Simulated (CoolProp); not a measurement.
R245ca at 293.15 K and 0.0606 MPa is compressed adiabatically to 0.163 MPa with isentropic efficiency 0.85. Each further row changes one setting.

Values from CoolProp's reference Helmholtz-energy equation of state, Zhou 2016.

| case | work (kJ/kg) | final temperature (K) | final density (kg/m³) |
|---|---|---|---|
| as stated | 21.2 | 318.6 | 8.68 |
| efficiency 1 | 18.0 | 315.3 | 8.79 |
| efficiency 0.65 | 27.7 | 325.3 | 8.47 |
